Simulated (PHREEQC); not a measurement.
Dissolve 0.12 mol/kgw HF, 0.0018 mol/kgw KF, 0.0023 mol/kgw (NH4)2SiF6 and 0.00026 mol/kgw H2SO4 at 25 °C. Closed to the air; pH follows from the charge balance.

Equilibrium calculation in PHREEQC: ion-association model, phreeqc.dat.

- pH = 2.02
- ionic strength = 0.0196 mol/kgw
- total alkalinity = -130 meq/kg

```tsv
species	molality	activity	log γ
HF	0.106	0.107	0.002
H+	0.0107	0.00954	-0.050
F-	0.00859	0.00746	-0.061
NH4+	0.00460	0.00396	-0.064
HF2-	0.00350	0.00305	-0.060
SiF6-2	0.00230	0.00135	-0.232
```

This is a speciation only: nothing precipitates in the calculation. Complexes and solids missing from the database can't appear. SiF6-2 is the database's only silicon fluoride.
